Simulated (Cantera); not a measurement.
Input (Python, Cantera) and output of one run.

```python
import numpy as np
import cantera as ct

gas_names = """
    AL ALC ALH ALN ALO ALOH ALO2 ALO2H AL2 AL2O AL2O2 C CH CH2 CH3 CH2OH CH3O CH4 CH3OH CN CO CO2 COOH
    C2 C2H CHCO,ketyl C2H2,acetylene C2H2,vinylidene CH2CO,ketene C2H3,vinyl CH3CN CH3CO,acetyl C2H4
    C2H4O,ethylen CH3CHO,ethanal CH3COOH (HCOOH)2 C2H5 C2H6 CH3OCH3 C2H5OH CCN CNC C2N2 C2O C3
    C3H3,propargyl C3H4,allene C3H4,propyne C3H4,cyclo- C3H5,allyl C3H6,propylene C3H6,cyclo- C3H6O
    C3H7,n-propyl C3H7,i-propyl C3H8 C3H8O,1propanol C3H8O,2propanol C3O2 C4 C4H2 C4H4,1,3-cyclo-
    C4H6,butadiene C4H6,2-butyne C4H6,cyclo- C4H8,1-butene C4H8,cis2-buten C4H8,tr2-butene
    C4H8,isobutene C4H8,cyclo- (CH3COOH)2 C4H9,n-butyl C4H9,i-butyl C4H9,s-butyl C4H9,t-butyl
    C4H10,isobutane C4H10,n-butane C4N2 C5 C5H6,1,3cyclo- C5H8,cyclo- C5H10,1-pentene C5H10,cyclo-
    C5H11,pentyl C5H11,t-pentyl C5H12,n-pentane C5H12,i-pentane CH3C(CH3)2CH3 C6H2 C6H5,phenyl
    C6H5O,phenoxy C6H6 C6H5OH,phenol C6H10,cyclo- C6H12,1-hexene C6H12,cyclo- C6H13,n-hexyl C7H7,benzyl
    C7H8 C7H8O,cresol C7H14,1-heptene C7H15,n-heptyl C7H16,n-heptane C8H8,styrene C8H10,ethylbenz
    C8H16,1-octene C8H17,n-octyl C8H18,isooctane C8H18,n-octane C9H19,n-nonyl C10H8,naphthale
    C10H21,n-decyl C12H9,o-bipheny C12H10,bipheny H HALO HCN HCO HCCN HNC HNCO HNO HNO2 HNO3 HO2 H2
    HCHO,formaldehy HCOOH H2O H2O2 N NCO NH NH2 NH3 NH2OH NO NO2 NO3 N2 N2H2 N2H4 N2O O OH O2 O3
""".split()
cond_names = """
    AL(cr) AL(L) ALN(s) AL2O3(a) AL2O3(L) C(gr) C6H6(L) C7H8(L) C8H18(L),n-octa H2O(s) H2O(L)
""".split()


def load(file, names, dense=False):
    # The tables refer to 1 bar. Condensed volumes are neglected.
    table = {s.name: s for s in ct.Species.list_from_file(file)}
    out = []
    for n in names:
        d = dict(table[n].input_data)
        d["thermo"] = dict(d["thermo"], **{"reference-pressure": 1e5})
        if dense:
            d["equation-of-state"] = {"model": "constant-volume", "density": "1e6 g/cm^3"}
        out.append(ct.Species.from_dict(d))
    return out


gas = ct.Solution(thermo="ideal-gas", species=load("nasa_gas.yaml", gas_names))
cond = {s.name: ct.Solution(thermo="fixed-stoichiometry", species=[s], name=s.name)
        for s in load("nasa_condensed.yaml", cond_names, dense=True)}
atoms = {
    'Al(CH3)3': {'AL': 1, 'C': 3, 'H': 9},
    'O2': {'O': 2},
    'N2': {'N': 2},
    'H2O': {'H': 2, 'O': 1},
}
top_T = {'ALN(s)': 2750, 'C(gr)': 4500}  # K; cautious upper limits of use, not melting points


def equilibrate(T, P, feed):
    n = {}
    for name, mol in feed.items():
        for a, k in atoms[name].items():
            n[a] = n.get(a, 0.0) + k * mol
    gas.TPX = T, P, n
    mass = sum(n.values()) * gas.mean_molecular_weight
    gas.equilibrate("TP")
    valid = [c for c in cond.values() if c.min_temp <= T <= top_T.get(c.name, c.max_temp)]
    mix = ct.Mixture([(gas, mass / gas.mean_molecular_weight)] + [(c, 0.0) for c in valid])
    mix.T, mix.P = T, P
    mix.equilibrate("TP", solver="vcs", rtol=1e-11, max_steps=5000)
    return mix


results = []
feed = {'Al(CH3)3': 1, 'O2': 4.9, 'N2': 190, 'H2O': 1.5}  # mol
P = 133.322  # Pa
for T in [1348, 1423, 1498, 1573, 1648, 1723, 1798, 1873, 1948, 2023]:
    mix = equilibrate(T, P, feed)
    results.append((T, P, feed, dict(zip(mix.species_names, mix.species_moles))))
    x = sorted(zip(gas.X, gas.species_names), reverse=True)
    print(f"T = {T:g} K  P = {P:g} Pa  gas = {mix.phase_moles(0):.4g} mol")
    print("   x: " + "  ".join(f"{s} {v:.3e}" for v, s in x if v > 1e-05))
    print("   condensed (mol): " + ("  ".join(f"{mix.phase(i).name} {mix.phase_moles(i):.4g}"
          for i in range(1, mix.n_phases) if mix.phase_moles(i) > 1e-12) or "none"))
```

It prints:

```
T = 1348 K  P = 133.322 Pa  gas = 199 mol
   x: N2 9.548e-01  H2O 2.408e-02  CO2 1.009e-02  H2 6.072e-03  CO 4.981e-03
   condensed (mol): AL2O3(a) 0.5
T = 1423 K  P = 133.322 Pa  gas = 199 mol
   x: N2 9.548e-01  H2O 2.436e-02  CO2 9.805e-03  H2 5.779e-03  CO 5.270e-03  H 1.383e-05
   condensed (mol): AL2O3(a) 0.5
T = 1498 K  P = 133.322 Pa  gas = 199 mol
   x: N2 9.548e-01  H2O 2.461e-02  CO2 9.552e-03  CO 5.523e-03  H2 5.518e-03  H 3.496e-05
   condensed (mol): AL2O3(a) 0.5
T = 1573 K  P = 133.322 Pa  gas = 199 mol
   x: N2 9.547e-01  H2O 2.482e-02  CO2 9.331e-03  CO 5.743e-03  H2 5.281e-03  H 8.092e-05  OH 1.373e-05
   condensed (mol): AL2O3(a) 0.5
T = 1648 K  P = 133.322 Pa  gas = 199 mol
   x: N2 9.547e-01  H2O 2.498e-02  CO2 9.137e-03  CO 5.937e-03  H2 5.065e-03  H 1.736e-04  OH 3.846e-05
   condensed (mol): AL2O3(a) 0.5
T = 1723 K  P = 133.322 Pa  gas = 199.1 mol
   x: N2 9.545e-01  H2O 2.505e-02  CO2 8.956e-03  CO 6.115e-03  H2 4.871e-03  H 3.486e-04  OH 9.826e-05  NO 2.724e-05  O2 1.286e-05
   condensed (mol): AL2O3(a) 0.5
T = 1798 K  P = 133.322 Pa  gas = 199.1 mol
   x: N2 9.542e-01  H2O 2.496e-02  CO2 8.747e-03  CO 6.320e-03  H2 4.730e-03  H 6.632e-04  OH 2.300e-04  NO 7.573e-05  O2 5.836e-05  O 2.498e-05
   condensed (mol): AL2O3(a) 0.5
T = 1873 K  P = 133.322 Pa  gas = 199.3 mol
   x: N2 9.535e-01  H2O 2.453e-02  CO2 8.400e-03  CO 6.657e-03  H2 4.734e-03  H 1.216e-03  OH 4.891e-04  O2 2.160e-04  NO 1.861e-04  O 9.513e-05
   condensed (mol): AL2O3(a) 0.5
T = 1948 K  P = 133.322 Pa  gas = 199.5 mol
   x: N2 9.520e-01  H2O 2.349e-02  CO2 7.754e-03  CO 7.281e-03  H2 5.022e-03  H 2.193e-03  OH 9.278e-04  O2 6.093e-04  NO 3.915e-04  O 3.003e-04
   condensed (mol): AL2O3(a) 0.4999
T = 2023 K  P = 133.322 Pa  gas = 200 mol
   x: N2 9.495e-01  H2O 2.161e-02  CO 8.240e-03  CO2 6.757e-03  H2 5.647e-03  H 3.909e-03  OH 1.558e-03  O2 1.290e-03  O 7.836e-04  NO 7.014e-04
   condensed (mol): AL2O3(a) 0.4998
```

Method: chemical equilibrium by Gibbs-energy minimisation in Cantera with the NASA 1993 tables (ideal gas, pure condensed phases). The feed counts by its element totals alone.
